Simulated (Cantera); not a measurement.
A perfectly stirred reactor is fed with H2 : O2 = 0.1 : 1 (molar parts), equivalence ratio 0.050, at 0.0267 bar; it is held at 1175 K, and followed from long to short residence time.

Computed with Cantera and the H2/O2 subset of GRI-Mech 3.0, which has no nitrogen chemistry. Radical loss at walls, strong at low pressure, is not modelled. The temperature is held fixed by assumption; the heat of reaction is taken as removed at once.

x: mole fraction; the columns are a selection and need not sum to one.

| τ (s) | x H2 | x O2 | x H2O2 | x OH | x H2O |
|---|---|---|---|---|---|
| 28 | 2.55e-5 | 0.904 | 7.51e-8 | 0.000286 | 0.0951 |
| 8.0 | 5.68e-5 | 0.904 | 1.15e-7 | 0.000435 | 0.0949 |
| 2.2 | 0.000128 | 0.904 | 1.68e-7 | 0.000671 | 0.0947 |
| 0.63 | ___ | 0.903 | ___ | ___ | 0.0943 |
| 0.18 | ___ | 0.900 | ___ | ___ | 0.0934 |
| 0.050 | 0.00124 | 0.896 | 3.60e-7 | 0.00240 | 0.0914 |
| 0.014 | 0.00258 | 0.886 | 4.15e-7 | 0.00359 | 0.0872 |
| 0.0039 | 0.00540 | 0.874 | 4.70e-7 | 0.00512 | 0.0793 |

Task: Complete the blanks.

Result: 
- 0.63, x H2: 0.000275
- 0.63, x H2O2: 2.29e-7
- 0.63, x OH: 0.00102
- 0.18, x H2: 0.000583
- 0.18, x H2O2: 2.95e-7
- 0.18, x OH: 0.00156
